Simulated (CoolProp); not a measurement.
Isopentane along the isotherm 474 K: density (kg/m³) from the reference equation and from simpler models built on Tc = 460.3 K, pc = 33.78 bar, ω = 0.227; each cubic takes its own stable root.

Computed with CoolProp (reference Helmholtz-energy equation of state, Lemmon 2006). It is a short technical equation, of lower accuracy than the large ones.

```
p (bar)          phase  reference
-------  -------------  ---------
0.267              gas     0.4900
0.431              gas     0.7922
0.697              gas      1.284
1.13               gas      2.091
1.82               gas      3.389
2.94               gas      5.535
4.75               gas      9.107
7.67               gas      15.17
12.4               gas      25.93
20                 gas      46.65
32.4               gas      100.7
52.3     supercritical      350.4
84.5     supercritical      409.5
```

Question: How far does each simpler model (ideal gas, van der Waals) lie from the reference over these 13 states: mean and median of the absolute difference, and the worst?

Answer: 
- ideal gas: mean 17.6 %, median 4.5 %, worst -72.7 % at 474 K and 52.3 bar
- van der Waals: mean 4.8 %, median 0.5 %, worst -26.3 % at 474 K and 84.5 bar
